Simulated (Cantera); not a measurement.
An isothermal, constant-pressure homogeneous reactor starts with 41.8 % CH4, 46.0 % H2O, 12.1 % H2, at 1500 K and 4.93 atm.

Cantera simulation using GRI-Mech 3.0 (53 species, 325 reactions); the numbers are that mechanism's predictions, not measurements.

Task: Predict: x(CH4) at 4.00 s; x(H2O) at 4.00 s; x(H2) at 4.00 s; x(CO2) at 4.00 s; x(C2H2) at 4.00 s; x(OH) at 4.00 s.

Result: x(CH4) at 4.00 s: 0.183 (gas-phase equilibrium 0.000493)
x(H2O) at 4.00 s: 0.278 (gas-phase equilibrium 0.0209)
x(H2) at 4.00 s: 0.428 (gas-phase equilibrium 0.751)
x(CO2) at 4.00 s: 0.0144 (gas-phase equilibrium 0.00242)
x(C2H2) at 4.00 s: 0.0234 (gas-phase equilibrium 3.20e-8)
x(OH) at 4.00 s: 9.58e-8 (gas-phase equilibrium 5.45e-9)
